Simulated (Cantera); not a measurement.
An isothermal, constant-pressure homogeneous reactor starts with NH3 : N2 = 1 : 0.11 (molar parts), at 2275 K and 130000 Pa.

Computed with Cantera and the gas-phase N/H chemistry of the illustrative SiF4/NH3 mechanism in the Surface Chemkin manual (1991). Walls and surfaces, which speed up NH3 decomposition in real reactors, are not modelled.

One state of this run: x NH3 = 0.0873; x H = 0.00175; x NH = 4.42e-5; x N2H4 = 4.82e-8; x N2H2 = 1.23e-6. x: mole fraction; the columns are a selection and need not sum to one.

Problem. Which value of t (s) does it belong to?
A) 0.00966
B) 0.00482
C) 0.0387
D) 5.00

Solution. B, 0.00482
